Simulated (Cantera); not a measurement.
Input: 1 mol BN, 12 mol H2O, 0.96 mol H2, 1.8 mol HF, at 44.0 Pa.

Cantera equilibrium calculation (NASA polynomials, part measured and part estimated; ideal gas, pure solids and liquids). Candidate condensed phases: B, BN, B2O3, B3O3H3, H2O; 62 gas species. Gases not in the tables: H3BO3. The numbers say what is thermodynamically allowed, not how fast it happens.

x: gas mole fraction; n: condensed amount in mol.

```
T (°C)  x H2O   x H2    x HF  x HBO2    x N2    x BOF  n B2O3(l)
------  -----  -----  ------  ------  ------  -------  ---------
850     0.681  0.160   0.110  0.0101  0.0325  0.00609      0.369
900     0.672  0.158   0.103     [?]  0.0322      [?]        [?]
950     0.656  0.156  0.0933  0.0423  0.0317   0.0207          0
1000    0.655  0.156  0.0937  0.0429  0.0317   0.0204          0
1050    0.655  0.156  0.0941  0.0433  0.0317   0.0200          0
1100    0.654  0.156  0.0945  0.0436  0.0317   0.0197          0
1150    0.654  0.156  0.0948  0.0439  0.0317   0.0194          0
1200    0.654  0.156  0.0951  0.0442  0.0317   0.0191          0
```

Task: Fill in the missing entries.

Result: 
- 900, x HBO2: 0.0219
- 900, x BOF: 0.0121
- 900, n B2O3(l): 0.231
